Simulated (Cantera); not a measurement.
Charge: 1 mol MgCO3, 2.6 mol SO3, 0.054 mol H2O, equilibrated at 1800 K and 75.0 Torr.

These are equilibrium values from Cantera (NASA tables, ideal gas, pure condensed phases), not measurements of a reactor. Candidate condensed phases: C, C6H6, C7H8, C8H18, H2O, H2SO4, Mg, MgCO3, MgO, Mg(OH)2, MgS, MgSO4, S; 130 gas species. The numbers say what is thermodynamically allowed, not how fast it happens.

Q: What is the equilibrium state?

A: 
```
Item                                        Value
--------------------------------------  ---------
x(SO2)                                      0.524
x(O2)                                       0.262
x(CO2)                                      0.202
x(H2O)                                     0.0107
x(SO3)                                   0.000892
x(OH)                                    0.000424
x(CO)                                    0.000256
x(O)                                     0.000197
x(SO)                                     6.41e-5
n(MgO(s))                                1.00 mol
gas amount                              4.954 mol
log10 activity of S(l) (absent)             -7.84
log10 activity of Mg(l) (absent)           -10.84
log10 activity of C(graphite) (absent)     -11.61
```
